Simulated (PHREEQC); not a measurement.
Spent oxide etchant (model solution)

Make-up at 90 °C: 0.014 mol HF, 3.8e-05 mol (NH4)2SiF6, 0.0016 mol HBF4 and 0.0004 mol HCl per kg of water. Closed to the air; pH follows from the charge balance.

All values are PHREEQC results (ion-association model, phreeqc.dat), not measurements.

No solid was allowed to form.

**Question.** What pH, ionic strength does the model give?

**Answer.** pH 2.59; ionic strength 0.00283 mol/kgw.

**Question.** In which forms is F present?

**Answer.** HF 72 %, BF4- 19 %, F- 5.4 %, BF3OH- 1.4 %, BF2(OH)2- 0.8 %, HF2- 0.7 % of the F.

Constants without temperature data keep their 25 °C values here. SiF6-2 is the database's only silicon fluoride. Real BF4- forms and hydrolyses slowly; the run takes it at equilibrium.
